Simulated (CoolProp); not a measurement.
Properties of ethylene at several states.

Values from CoolProp's reference Helmholtz-energy equation of state, Smukala 2000.

```json
[
 {"T (°C)": "50.85", "p (kPa)": "2830", "phase": "gas", "cp (kJ/(kg K))": "1.920", "fugacity coefficient": "0.8804"},
 {"T (°C)": "-22.85", "p (kPa)": "11400", "phase": "liquid", "cp (kJ/(kg K))": "2.702", "fugacity coefficient": "0.2102"},
 {"T (°C)": "91.05", "p (kPa)": "26600", "phase": "supercritical", "cp (kJ/(kg K))": "2.897", "fugacity coefficient": "0.5328"},
 {"T (°C)": "-27.05", "p (kPa)": "741", "phase": "gas", "cp (kJ/(kg K))": "1.533", "fugacity coefficient": "0.9253"},
 {"T (°C)": "103.95", "p (kPa)": "38.2", "phase": "gas", "cp (kJ/(kg K))": "1.809", "fugacity coefficient": "0.9990"},
 {"T (°C)": "-143.45", "p (kPa)": "52.9", "phase": "liquid", "cp (kJ/(kg K))": "2.417", "fugacity coefficient": "0.08088"}
]
```
